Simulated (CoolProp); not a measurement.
Vapour-liquid equilibrium of C2F6 (R116) (1) + propane (2) at -4.15 °C; x and y are mole fractions of (1).

Values from CoolProp's multi-fluid Helmholtz-energy mixture model, Lemmon 2006 and Lemmon 2009; pair parameters Bell 2016.

| x | bubble pressure, mixture model (MPa) | bubble pressure, Raoult's law (MPa) | y, mixture model | y, Raoult's law |
|---|---|---|---|---|
| 0.05 | 0.6805 | 0.4788 | 0.377 | 0.172 |
| 0.15 | 1.012 | 0.6020 | 0.581 | 0.411 |
| 0.25 | 1.185 | 0.7253 | 0.648 | 0.569 |
| 0.35 | 1.284 | 0.8486 | 0.683 | 0.681 |
| 0.45 | 1.355 | 0.9719 | 0.710 | 0.764 |
| 0.55 | 1.419 | 1.095 | 0.738 | 0.829 |
| 0.65 | 1.483 | 1.218 | 0.774 | 0.880 |
| 0.75 | 1.546 | 1.342 | 0.820 | 0.922 |
| 0.85 | 1.600 | 1.465 | 0.879 | 0.957 |
| 0.95 | 1.639 | 1.588 | 0.955 | 0.987 |

The largest gap from Raoult's law is +68.1 % in bubble pressure, at x = 0.15. No azeotrope shows between x = 0.05 and 0.95.

The pair parameters rest on a limited set of measurements; away from them the model extrapolates. With so large a gap from Raoult's law the liquid may split in two, which this calculation doesn't test in full.
